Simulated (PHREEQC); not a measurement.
A made-up water analysis in mmol/kgw, 25 °C, pH 7.8, pe 11.8: Na 1.29; K 0.000111; Ca 1.21; Mg 0.0558; Cl 2.06; S(6) 0.12; Alkalinity (meq/kgw) 1.5; F 0.0028; Cd 0.00774; Sr 0.00971.

Valence states are taken as typed.

Model: ion-association model, wateq4f.dat, run in PHREEQC.

This is a speciation only: nothing precipitates in the calculation.

Question: What charge-balance error does the model give?

Answer: charge-balance error 0.7 %.

Question: In which forms is S present?

Answer: SO4-2 88 %, CaSO4 11 %, MgSO4 0.6 % of the S.

Saturation is exceeded, for instance for Otavite; the values hold only as long as no solid forms.
